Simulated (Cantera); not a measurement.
What does this Cantera script print?

```python
import numpy as np
import cantera as ct

gas = ct.Solution("gri30.yaml")


def delay(T, t_max=10):
    gas.TPX = T, 74000, {'CH4': 1, 'C2H6': 0.08, 'C3H8': 0.14, 'O2': 7.95, 'N2': 29.9, 'H2O': 0.86}
    reactor = ct.IdealGasConstPressureReactor(gas, clone=False)
    net = ct.ReactorNet([reactor])
    net.rtol, net.atol = 1e-8, 1e-16
    while net.time < t_max:
        t_old, T_old = net.time, reactor.T
        net.step()
        if reactor.T > T + 400:  # ignition: a rise of 400 K
            return t_old + (T + 400 - T_old) / (reactor.T - T_old) * (net.time - t_old)
    return np.nan


taus = []
for T in [1123, 1173, 1223, 1273, 1323, 1373, 1423, 1473]:
    taus.append(delay(T))
    print(f"T0 = {T:6g} K   tau = {taus[-1]:.4e} s")
```

Output:

```
T0 =   1123 K   tau = 1.9244e-02 s
T0 =   1173 K   tau = 8.3270e-03 s
T0 =   1223 K   tau = 3.7673e-03 s
T0 =   1273 K   tau = 1.8078e-03 s
T0 =   1323 K   tau = 9.2898e-04 s
T0 =   1373 K   tau = 5.1348e-04 s
T0 =   1423 K   tau = 3.0531e-04 s
T0 =   1473 K   tau = 1.9472e-04 s
```

Computed with Cantera and GRI-Mech 3.0 (53 species, 325 reactions). GRI-Mech 3.0 was tuned for natural gas; its chemistry of propane as a main component is partial and can be far from experiment.
